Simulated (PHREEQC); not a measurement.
Model water analysis in mmol/kgw, 35 °C, pH 6.31, pe 1.1:

| constituent | mmol/kgw |
|---|---|
| Na | 71 |
| K | 4.8 |
| Ca | 20.1 |
| Mg | 4.19 |
| Cl | 126 |
| S(6) | 1.38 |
| Alkalinity (meq/kgw) | 0.277 |
| Zn | 0.0381 |

Cl is adjusted to close the charge balance.
Valence states are taken as typed.

Equilibrium calculation in PHREEQC: ion-association model, phreeqc.dat.

This is a speciation only: nothing precipitates in the calculation.

Task: Estimate the specific conductance, density.

Result: specific conductance 15500 µS/cm; density 0.999 g/cm³.

Task: In which forms is S present?

Result: SO4-2 60 %, CaSO4 24 %, MgSO4 8.2 %, NaSO4- 7.2 %, KSO4- 0.7 % of the S.

Species that the database lacks are ignored.
